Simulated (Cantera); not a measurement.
A closed system holds: 1 mol Si, 30 mol HBr, 0.16 mol H2, equilibrated at 13.3 mbar.

Equilibrium computed with Cantera from the NASA thermochemical tables; the gas is ideal and each condensed phase is pure. Candidate condensed phases: Br2, Si; 19 gas species. Kinetics and transport are ignored.

**Question.** At 650 °C, list the 4 most abundant gas species with their mole fractions, and the condensed phases.

**Answer.** HBr 0.892, H2 0.0741, SiBr4 0.0343, Br 2.38e-5. Condensed: gas only.
